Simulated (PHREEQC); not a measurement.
A column of 1 m (30 cells, dispersivity 0.05 m, 300 s a shift, diffusion coefficient 3e-10 m²/s) holds 0.0041 eq of the database's cation exchanger X per kg of pore water, first in equilibrium with 8.7 mmol/kgw KBr and 0.01 mmol/kgw HCl. It is flushed with 1.8 mmol/kgw MgCl2 and 0.01 mmol/kgw HCl, at 40 °C. Values are for the last cell. No CO2 enters from the air. No solid was allowed to form.

Equilibrium calculation in PHREEQC: ion-association model, phreeqc.dat.

```
pore volumes  Mg in solution (mol/kgw)  Br in solution (mol/kgw)  K in solution (mol/kgw)  Cl in solution (mol/kgw)
------------  ------------------------  ------------------------  -----------------------  ------------------------
0                                    0                   0.00870                  0.00870                   1.00e-5
0.5167                               0                       ___                  0.00859                   9.01e-5
1.183                                0                   0.00212                  0.00484                   0.00273
1.683                              ___                  0.000288                  0.00377                   0.00349
2.183                              ___                   2.93e-5                  0.00107                   0.00360
2.85                           0.00177                       ___                  6.36e-5                   0.00361
3.35                           0.00180                       ___                  8.36e-6                   0.00361
3.85                           0.00180                   7.95e-9                      ___                   0.00361
4.517                          0.00180                  2.76e-10                  7.75e-8                   0.00361
5.017                          0.00180                  2.20e-11                  1.05e-8                   0.00361
```

Fill in the missing entries.


- 0.5167, Br in solution (mol/kgw): 0.00851
- 1.683, Mg in solution (mol/kgw): 2.45e-9
- 2.183, Mg in solution (mol/kgw): 0.00128
- 2.85, Br in solution (mol/kgw): 1.17e-6
- 3.35, Br in solution (mol/kgw): 9.75e-8
- 3.85, K in solution (mol/kgw): 1.12e-6

At this temperature some constants are extrapolated from 25 °C, and those without enthalpy data are left unchanged.
